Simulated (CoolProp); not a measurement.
Vapour-liquid equilibrium of diethyl ether (1) + n-hexane (2) at 0.181 MPa; x and y are mole fractions of (1).

The numbers come from the multi-fluid Helmholtz-energy mixture model, Thol 2014 and Thol 2019; pair parameters Bell 2016 in CoolProp.

**Question.** Give the bubble temperature and the first vapour's composition at x = 0.15, 0.35, 0.95. Is there an azeotrope?

**Answer.** x = 0.15: 78.3 °C, y = 0.345; x = 0.35: 69.3 °C, y = 0.602; x = 0.95: 52.9 °C, y = 0.979. No azeotrope shows between x = 0.05 and 0.95.

Pair parameters are fitted to limited data, so mixtures are less certain than the pure fluids.
